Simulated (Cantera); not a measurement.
Mixture: 7.98 % CH4, 0.710 % C2H6, 0.511 % C3H8, 19.1 % O2, 71.7 % N2, at 1.00 atm, adiabatic and at constant pressure. Ignition delay is the time to a rise of 400 K.

Cantera simulation using GRI-Mech 3.0 (53 species, 325 reactions); the numbers are that mechanism's predictions, not measurements.

Question: Predict: delay at 1425 K; delay at 1500 K; delay at 1575 K; delay at 1650 K; delay at 1725 K; apparent activation energy between 1575 and 1725 K.

Answer: 
```
Quantity                                                Result
--------------------------------------------------  ----------
delay at 1425 K                                       0.363 ms
delay at 1500 K                                       0.178 ms
delay at 1575 K                                        97.4 µs
delay at 1650 K                                        58.5 µs
delay at 1725 K                                        38.0 µs
apparent activation energy between 1575 and 1725 K  140 kJ/mol
```
